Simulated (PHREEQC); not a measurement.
**Nickel, zinc or cadmium bath: speciation**

Make-up at 25 °C: 0.059 mol CdSO4 and 6.1e-05 mol NaOH per kg of water. It is in equilibrium with CO2 at log p = 0 (atm). Otherwise closed; pH follows from the charge balance.

Computed with PHREEQC (ion-association model, phreeqc.dat).

Each row changes one thing in this solution. No solid was allowed to form.

```
case                             pH  ionic strength (mol/kgw)  HCO3- (mol/kgw)  (CO2)2 (mol/kgw)  CO3-2 (mol/kgw)
-----------------------------  ----  ------------------------  ---------------  ----------------  ---------------
as made                        4.03                     0.117         0.000205           2.05e-5         2.16e-10
0.0043 mol/kgw (CH3)4NF added     …                         …         0.000325           2.04e-5         5.49e-10
temperature from 25 to 85 °C   4.46                         …         0.000201           1.04e-5          1.00e-9
temperature from 25 to 30 °C      …                     0.116         0.000203           1.85e-5         2.52e-10
CdSO4 left out                 4.02                  0.000159         0.000159           2.10e-5         8.07e-11
NaOH left out                  3.97                     0.117         0.000180           2.05e-5         1.67e-10
```

### Question
Complete the blanks.

### Answer

- 0.0043 mol/kgw (CH3)4NF added, pH: 4.23
- 0.0043 mol/kgw (CH3)4NF added, ionic strength (mol/kgw): 0.121
- temperature from 25 to 85 °C, ionic strength (mol/kgw): 0.115
- temperature from 25 to 30 °C, pH: 4.05

Some of these states are supersaturated (in Otavite, for instance). (CH3)4N+ isn't in the database: it is added as a free cation with an ion size of 4 Å. Away from 25 °C the constants follow the database's enthalpies or fits; those with neither stay at their 25 °C values.
